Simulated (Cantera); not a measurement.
A perfectly stirred reactor is fed with CH4 : N2 = 1 : 35 (molar parts), at 0.0132 atm; it is held at 1425 K, and followed from long to short residence time.

Cantera simulation using GRI-Mech 3.0 (53 species, 325 reactions); the numbers are that mechanism's predictions, not measurements. GRI-Mech 3.0 stops at C3 and has no aromatics, soot or wall deposition, so with more carbon than oxygen in the feed, carbon stays in small species such as C2H2 where larger ones or solid carbon would form. Radical loss at walls, strong at low pressure, is not modelled.

Q: What does this change do: CH4 1 to 7.6 parts?

A: 
```csv
quantity,before,after
x(CH4) at τ = 2.90 s,0.0264,0.166
x(H) at τ = 2.90 s,3.06e-7,1.01e-6
x(C2H) at τ = 2.90 s,7.50e-11,2.96e-10
x(CH3) at τ = 2.90 s,7.32e-5,0.000210
x(HCN) at τ = 2.90 s,2.26e-10,1.34e-10
x(CH4) at τ = 62.0 ms,0.0278,0.178
x(H) at τ = 62.0 ms,4.44e-9,6.83e-9
x(C2H) at τ = 62.0 ms,<1e-12,<1e-12
x(CH3) at τ = 62.0 ms,3.07e-6,2.43e-5
x(HCN) at τ = 62.0 ms,<1e-12,<1e-12
```
